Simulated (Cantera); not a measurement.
A perfectly stirred reactor is fed with 9.09 % H2, 90.9 % O2, at 0.00380 bar; it is held at 1473 K, and followed from long to short residence time.

Cantera simulation using the H2/O2 subset of GRI-Mech 3.0, which has no nitrogen chemistry; the numbers are that mechanism's predictions, not measurements. Radical loss at walls, strong at low pressure, is not modelled. The temperature is held fixed by assumption; the heat of reaction is taken as removed at once.

One state of this run: x H2 = 0.00205; x O2 = 0.854; x H2O = 0.0801; x H2O2 = 2.04e-8; x H = 0.00956; x O = 0.0439. x: mole fraction; the columns are a selection and need not sum to one.

Task: Which value of τ (s) does it belong to?
A) 0.034
B) 0.27
C) 0.14
D) 0.54

Result: B, 0.27
